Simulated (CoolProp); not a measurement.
Vapour-liquid equilibrium of cyclohexane (1) + m-xylene (2) at 0.234 MPa; x and y are mole fractions of (1).

Computed with CoolProp (multi-fluid Helmholtz-energy mixture model, Zhou 2014 and Zhou 2012; pair parameters Bell 2016).

Problem. Give the bubble temperature and the first vapour's composition at x = 0.05, 0.55, 0.75. Is there an azeotrope?

Solution. x = 0.05: 439.7 K, y = 0.175; x = 0.55: 400.7 K, y = 0.836; x = 0.75: 392.7 K, y = 0.920. No azeotrope shows between x = 0.05 and 0.95.

The pair parameters rest on a limited set of measurements; away from them the model extrapolates.
